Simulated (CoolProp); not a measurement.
Vapour-liquid equilibrium of n-hexane (1) + dimethyl carbonate (2) at 363.9 K; x and y are mole fractions of (1).

The numbers come from the multi-fluid Helmholtz-energy mixture model, Thol 2019 and Zhou 2011; pair parameters Bell 2016 in CoolProp.

Question: Give the bubble pressure and the first vapour's composition at x = 0.15, 0.55, 0.75. Is there an azeotrope?

Answer: x = 0.15: 0.1688 MPa, y = 0.450; x = 0.55: 0.2088 MPa, y = 0.651; x = 0.75: 0.2120 MPa, y = 0.738. y crosses x between x = 0.65 and 0.75: the model has an azeotrope there.

The pair parameters rest on a limited set of measurements; away from them the model extrapolates.
